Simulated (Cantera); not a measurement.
What does this Cantera script print?

```python
import numpy as np
import cantera as ct

gas = ct.Solution("gri30.yaml")
gas.TPX = 423, 320000, {'CH4': 1, 'O2': 2.86, 'N2': 8.3}
flame = ct.FreeFlame(gas, width=0.018)
flame.set_refine_criteria(ratio=3, slope=0.08, curve=0.16)
flame.transport_model = "mixture-averaged"
flame.solve(loglevel=0, auto=True)
z, T = flame.grid, flame.T
thick = (T[-1] - T[0]) / np.gradient(T, z).max()
show = ['CH4', 'O2', 'CO2', 'H2O2', 'NO', 'CH2']
print(f"laminar burning velocity  {flame.velocity[0] * 100:.3f} cm/s")
print(f"burnt temperature         {T[-1]:.1f} K")
print(f"thermal thickness         {thick * 1e3:.4f} mm")
print(f"grid points               {len(z)}")
z0 = z[flame.heat_release_rate.argmax()]
print(f"{'z/mm':>9s}{'T/K':>9s}{'u/(m/s)':>9s}" + "".join(f"{s:>11s}" for s in show))
rows = []
for k in (-3, -2, -1.5, -1, -0.5, -0.25, 0, 0.25, 0.5, 1, 2, 4, 8):
    zz = z0 + k * thick
    rows.append([k * thick, np.interp(zz, z, T), np.interp(zz, z, flame.velocity),
                 *(np.interp(zz, z, flame.X[gas.species_index(s)]) for s in show)])
    print(f"{rows[-1][0] * 1e3:9.3f}{rows[-1][1]:9.1f}{rows[-1][2]:9.3f}" + "".join(f"{x:11.3e}" for x in rows[-1][3:]))
```

Result:

```
laminar burning velocity  43.401 cm/s
burnt temperature         2162.2 K
thermal thickness         0.1592 mm
grid points               141
     z/mm      T/K  u/(m/s)        CH4         O2        CO2       H2O2         NO        CH2
   -0.478    423.5    0.435  8.217e-02  2.351e-01  9.619e-07  6.640e-08  1.276e-10  5.491e-19
   -0.318    427.3    0.439  8.184e-02  2.347e-01  1.432e-05  6.910e-07  1.377e-09  2.598e-16
   -0.239    442.2    0.455  8.081e-02  2.335e-01  9.159e-05  3.293e-06  7.288e-09  2.165e-14
   -0.159    528.3    0.545  7.554e-02  2.269e-01  8.414e-04  1.815e-05  6.589e-08  4.185e-12
   -0.080    953.2    0.993  5.091e-02  1.900e-01  8.162e-03  6.587e-05  1.024e-06  1.912e-08
   -0.040   1355.0    1.419  2.705e-02  1.503e-01  1.914e-02  4.063e-05  2.618e-06  1.507e-06
    0.000   1737.9    1.824  5.566e-03  1.069e-01  3.630e-02  2.784e-06  4.896e-06  1.815e-05
    0.040   1903.7    1.990  2.665e-04  8.492e-02  5.307e-02  9.578e-07  7.637e-06  3.793e-06
    0.080   1973.7    2.053  7.214e-06  7.815e-02  6.353e-02  7.307e-07  1.002e-05  1.461e-07
    0.159   2052.8    2.124  1.031e-08  7.383e-02  7.262e-02  5.228e-07  1.377e-05  2.763e-10
    0.318   2117.6    2.183  3.167e-13  7.166e-02  7.767e-02  3.456e-07  1.879e-05  4.653e-14
    0.637   2151.9    2.214  1.418e-15  7.094e-02  7.992e-02  2.557e-07  2.441e-05  2.675e-15
    1.274   2161.5    2.222  2.822e-16  7.079e-02  8.057e-02  2.383e-07  3.164e-05  3.544e-16
```

Cantera simulation using GRI-Mech 3.0 (53 species, 325 reactions); the numbers are that mechanism's predictions, not measurements. Burning velocities carry a grid error of a few per cent, more on coarse grids.
